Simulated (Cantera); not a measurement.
An isothermal, constant-pressure homogeneous reactor starts with 98.0 % N2O, 1.96 % H2O, at 1400 K and 0.00630 bar.

Cantera simulation using GRI-Mech 3.0 (53 species, 325 reactions); the numbers are that mechanism's predictions, not measurements. GRI-Mech 3.0 was tuned for natural gas; its chemistry of N2O as a main component is partial and can be far from experiment. Radical loss at walls, strong at low pressure, is not modelled. The temperature is held fixed by assumption; the heat of reaction is taken as removed at once.

One state of this run: x N2O = 0.876; x H2O = 0.0189; x OH = 8.48e-5; x N2 = 0.0636; x O2 = 0.0284; x O = 2.52e-5. x: mole fraction; the columns are a selection and need not sum to one.

Task: Which value of t (s) does it belong to?
A. 1.87
B. 0.000100
C. 0.000267
D. 0.699

Result: D, 0.699
